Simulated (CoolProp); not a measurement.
Vapour-liquid equilibrium of carbon dioxide (1) + R134a (2) at 225.8 K; x and y are mole fractions of (1).

The numbers come from the multi-fluid Helmholtz-energy mixture model, Span 1996 and Tillner-Roth 1994; pair parameters Bell 2016 in CoolProp.

**Question.** Give the bubble pressure and the first vapour's composition at x = 0.05, 0.35, 0.55. Is there an azeotrope?

**Answer.** x = 0.05: 0.06384 MPa, y = 0.483; x = 0.35: 0.2854 MPa, y = 0.917; x = 0.55: 0.4362 MPa, y = 0.960. No azeotrope shows between x = 0.05 and 0.95.

Pair parameters are fitted to limited data, so mixtures are less certain than the pure fluids. The gap from Raoult's law changes sign with composition, which may be real or a fault of the pair parameters; it wasn't checked against measurements.
